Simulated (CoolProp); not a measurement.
Saturation properties of ammonia.

The numbers come from the reference Helmholtz-energy equation of state, Gao 2020 in CoolProp.

```json
[
 {"T (K)": "213.2", "p (bar)": "0.2191", "surface tension (mN/m)": "40.2", "liquid viscosity (µPa s)": "390"},
 {"T (K)": "232.3", "p (bar)": "0.6843", "surface tension (mN/m)": "35.9", "liquid viscosity (µPa s)": "284"},
 {"T (K)": "251.4", "p (bar)": "1.757", "surface tension (mN/m)": "31.4", "liquid viscosity (µPa s)": "219"},
 {"T (K)": "270.5", "p (bar)": "3.883", "surface tension (mN/m)": "26.9", "liquid viscosity (µPa s)": "175"},
 {"T (K)": "289.6", "p (bar)": "7.639", "surface tension (mN/m)": "22.5", "liquid viscosity (µPa s)": "143"},
 {"T (K)": "308.6", "p (bar)": "13.68", "surface tension (mN/m)": "18.1", "liquid viscosity (µPa s)": "119"},
 {"T (K)": "327.7", "p (bar)": "22.84", "surface tension (mN/m)": "13.9", "liquid viscosity (µPa s)": "99.5"},
 {"T (K)": "346.8", "p (bar)": "35.99", "surface tension (mN/m)": "9.88", "liquid viscosity (µPa s)": "83.0"},
 {"T (K)": "365.9", "p (bar)": "54.12", "surface tension (mN/m)": "6.13", "liquid viscosity (µPa s)": "68.5"}
]
```

It boils at 239.8 K under 1 atm.

Viscosity comes from a separate model (Fenghour 1995). Surface tension comes from a separate correlation (Mulero 2012).
